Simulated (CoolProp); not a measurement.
The numbers come from the reference Helmholtz-energy equation of state, Beckmüller 2019 in CoolProp.

Question: Give the vapour pressure (bar), liquid density (kg/m³), surface tension (mN/m), vapour viscosity (µPa s) of saturated n-octane at 501.6, 527.3 K.

Answer: 
```tsv
T (K)	p (bar)	liquid density (kg/m³)	surface tension (mN/m)	vapour viscosity (µPa s)
501.6	9.12	492	3.75	10.1
527.3	13.7	447	1.98	11.6
```

Viscosity comes from a separate model (Huber 2004). Surface tension comes from a separate correlation (Mulero 2012).
